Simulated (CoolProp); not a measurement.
Hexamethyldisiloxane (MM) along the isotherm 266.95 °C: density (kg/m³) from the reference equation and from simpler models built on Tc = 245.6 °C, pc = 1.931 MPa, ω = 0.418; each cubic takes its own stable root.

The numbers come from the reference Helmholtz-energy equation of state, Thol 2016 in CoolProp.

```csv
p (MPa),phase,reference,ideal gas,van der Waals,Redlich-Kwong,Soave-Redlich-Kwong
0.263,gas,9.941,9.510,9.883,9.930,9.915
0.527,gas,20.93,19.06,20.68,20.88,20.81
0.79,gas,33.14,28.57,32.54,33.02,32.82
1.05,gas,46.82,37.97,45.71,46.62,46.18
1.32,gas,63.33,47.73,61.56,63.08,62.16
1.58,gas,82.37,57.13,80.08,82.33,80.47
1.84,gas,106.2,66.53,104.5,107.3,103.3
2.11,supercritical,140.3,76.30,147.0,146.1,135.4
2.37,supercritical,192.8,85.70,230.3,217.4,182.8
2.63,supercritical,276.8,95.10,264.2,280.8,243.3
2.9,supercritical,343.5,104.9,283.0,314.4,286.2
```
